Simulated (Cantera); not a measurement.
Standard-state values (1 bar) from the NASA 1993 polynomials, evaluated with Cantera. Values are per mole of reaction as written; species without (g) are pure solids or liquids, kept so even where they would boil at 1 bar.

2 N(g) + SF6(g) = 2 NF3(g) + S, with ΔH° = 11.7 kJ and ΔS° = -44.5 J/K at 300 K.

Question: How far is the shortcut ΔG° ≈ ΔH°(300 K) − T·ΔS°(300 K) from the full temperature-dependent value at 400, 425, 450, 475, 500, 525, 550, 575, 600, 625 K?

Answer: 
```tsv
T (K)	shortcut (kJ)	full (kJ)	difference (kJ)	difference in log10 K	condensed phases
400	29.5	29.6	0.0	0.01	S(l)
425	30.6	30.6	0.0	0.00	S(l)
450	31.8	31.6	0.1	-0.01	S(l)
475	32.9	32.6	0.2	-0.02	S(l)
500	34.0	33.7	0.3	-0.03	S(l)
525	35.1	34.7	0.4	-0.04	S(l)
550	36.2	35.6	0.6	-0.05	S(l)
575	37.3	36.6	0.7	-0.06	S(l)
600	38.4	37.6	0.8	-0.07	S(l)
625	39.5	38.6	1.0	-0.08	S(l)
```
The shortcut ignores heat capacities and the phase changes listed.
